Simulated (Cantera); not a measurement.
A freely propagating, adiabatic, planar premixed flame of CH3OH : O2 : N2 = 1 : 1.65 : 6.1 (molar parts), equivalence ratio 0.91, unburnt at 650 K and 4.20 bar; mixture-averaged transport, grid criteria slope 0.08 and curve 0.16, no radiation.

Detailed kinetics in Cantera: GRI-Mech 3.0 (53 species, 325 reactions). GRI-Mech 3.0 was tuned for natural gas; its chemistry of methanol as a main component is partial and can be far from experiment. Burning velocities carry a grid error of a few per cent, more on coarse grids.

Task: What does this change do: N2 6.1 to 7.9 parts?

Result: 
| quantity | before | after |
|---|---|---|
| laminar burning velocity | 104 cm/s | 68.3 cm/s |
| thermal thickness | 0.0852 mm | 0.117 mm |
| peak x(OH) | 0.0100 | 0.00611 |
| peak x(H2O2) | 0.00114 | 0.000852 |
| peak x(C2H4) | 4.21e-7 | 2.03e-7 |
| peak x(CO) | 0.0613 | 0.0468 |

Task: What does this change do: 0.63 parts CO2 added?

Result: 
```tsv
quantity	before	after
laminar burning velocity	104 cm/s	72.8 cm/s
thermal thickness	0.0852 mm	0.109 mm
peak x(OH)	0.0100	0.00717
peak x(H2O2)	0.00114	0.000931
peak x(C2H4)	4.21e-7	2.04e-7
peak x(CO)	0.0613	0.0556
```

Task: What does this change do: 0.78 parts CO2 added?

Result: 
```
quantity                     before      after
------------------------  ---------  ---------
laminar burning velocity   104 cm/s  67.5 cm/s
thermal thickness         0.0852 mm   0.116 mm
peak x(OH)                   0.0100    0.00666
peak x(H2O2)                0.00114   0.000890
peak x(C2H4)                4.21e-7    1.75e-7
peak x(CO)                   0.0613     0.0543
```
